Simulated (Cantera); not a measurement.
Cantera run:

```python
import numpy as np
import cantera as ct

gas_names = [...]  # 114 gases of nasa_gas.yaml made of C, Fe, H, O
cond_names = """
    C(gr) C6H6(L) C7H8(L) C8H18(L),n-octa Fe(a) Fe(c) Fe(d) Fe(L) FeC5O5(L) FeO(s) FeO(L) Fe(OH)2(s)
    Fe(OH)3(s) Fe2O3(s) Fe3O4(s) H2O(s) H2O(L)
""".split()


# ... load() reads the species with a 1 bar reference pressure and builds the phases ...
atoms = {
    'Fe': {'Fe': 1},
    'CO2': {'C': 1, 'O': 2},
    'H2': {'H': 2},
}
top_T = {'C(gr)': 4500, 'Fe2O3(s)': 1830, 'Fe3O4(s)': 1870}  # K; cautious upper limits of use, not melting points


# ... equilibrate(T, P, feed) seeds the gas with the atoms and calls Mixture.equilibrate('TP', solver="gibbs", rtol=1e-10, max_steps=50000) ...
results = []
feed = {'Fe': 1, 'CO2': 0.8, 'H2': 4.8}  # mol
P = 101325  # Pa
for T in [923, 948, 973, 998, 1023, 1048, 1073]:
    mix = equilibrate(T, P, feed)
    results.append((T, P, feed, dict(zip(mix.species_names, mix.species_moles))))

top = {s: max(r[3][s] / sum(r[3][g] for g in gas_names) for r in results) for s in gas_names}
cols = sorted((s for s in top if top[s] > 1e-06), key=lambda s: -top[s])[:7]
seen = [c for c in cond_names if any(r[3].get(c, 0) > 1e-12 for r in results)]
print("log10 of partial pressures in bar; condensed amounts in mol")
print(f"{'T/K':>10s}" + "".join(f"{s[:9]:>10s}" for s in cols + seen))
for T, P, feed, n in results:
    ng = sum(n[g] for g in gas_names)
    print(f"{T:10.4g}" + "".join(f"{np.log10(max(n[s] / ng * P / 1e5, 1e-99)):10.3f}" for s in cols)
          + "".join(f"{n.get(c, 0):10.4g}" for c in seen))
```

It prints:

```
log10 of partial pressures in bar; condensed amounts in mol
       T/K        H2       H2O        CO       CH4       CO2     Fe(a)    FeO(s)
       923    -0.132    -0.972    -1.193    -1.064    -1.722    0.3858    0.6142
       948    -0.131    -0.939    -1.069    -1.303    -1.620    0.6495    0.3505
       973    -0.132    -0.910    -1.002    -1.585    -1.573    0.8504    0.1496
       998    -0.134    -0.884    -0.968    -1.886    -1.557    0.9826   0.01739
      1023    -0.132    -0.892    -0.944    -2.136    -1.588         1         0
      1048    -0.130    -0.899    -0.928    -2.382    -1.623         1         0
      1073    -0.129    -0.901    -0.918    -2.629    -1.654         1         0
```

Cantera equilibrium calculation (NASA polynomials, part measured and part estimated; ideal gas, pure solids and liquids). The tables' stoichiometric FeO is somewhat more stable than real wüstite, so its field is too wide. FeO: taken at fixed stoichiometry.
